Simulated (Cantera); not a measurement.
Fluorocarbon and chlorocarbon gases: C2F6 + Si + CH4

A closed system holds: 1 mol C2F6, 0.11 mol Si, 0.35 mol CH4, at 0.630 bar.

Equilibrium computed with Cantera from the NASA thermochemical tables; the gas is ideal and each condensed phase is pure. Candidate condensed phases: C, C6H6, C7H8, C8H18, Si, SiC; 113 gas species. The feed counts by its element totals alone. The tables' values for SiF3, SiF2, C2F4 are old estimates; treat these amounts as uncertain. Gases not in the tables: C2F6 and larger saturated fluorocarbons. The numbers say what is thermodynamically allowed, not how fast it happens.

From 2023 K to 3373 K the condensed part is C(graphite). The main Si-bearing gas is SiF4 throughout.

| T (K) | x HF | x F | x CF4 | x CF2 | x CF | x SiF4 | x CF3 | x C3 | n C(graphite) |
|---|---|---|---|---|---|---|---|---|---|
| 2023 | 0.545 | 0.00158 | 0.398 | 0.0107 | 8.18e-6 | 0.0428 | 0.00190 | 7.70e-11 | 1.30 |
| 2173 | 0.537 | 0.00572 | 0.378 | 0.0322 | 5.80e-5 | 0.0422 | 0.00460 | 2.20e-9 | 1.27 |
| 2323 | 0.518 | 0.0172 | 0.334 | 0.0803 | 0.000312 | 0.0407 | 0.00932 | 4.04e-8 | 1.21 |
| 2473 | 0.483 | 0.0436 | 0.254 | 0.165 | 0.00131 | 0.0379 | 0.0153 | 5.16e-7 | 1.09 |
| 2623 | 0.433 | 0.0922 | 0.149 | 0.268 | 0.00431 | 0.0339 | 0.0191 | 4.87e-6 | 0.925 |
| 2773 | 0.383 | 0.162 | 0.0613 | 0.335 | 0.0112 | 0.0299 | 0.0169 | 3.58e-5 | 0.799 |
| 2923 | 0.347 | 0.242 | 0.0180 | 0.330 | 0.0238 | 0.0267 | 0.0111 | 0.000213 | 0.801 |
| 3073 | 0.320 | 0.322 | 0.00436 | 0.277 | 0.0431 | 0.0240 | 0.00594 | 0.00106 | 0.889 |
| 3223 | 0.297 | 0.391 | 0.000937 | 0.209 | 0.0694 | 0.0208 | 0.00280 | 0.00450 | 0.950 |
| 3373 | 0.273 | 0.438 | 0.000180 | 0.142 | 0.100 | 0.0164 | 0.00117 | 0.0167 | 0.803 |
x: gas mole fraction; n: condensed amount in mol.
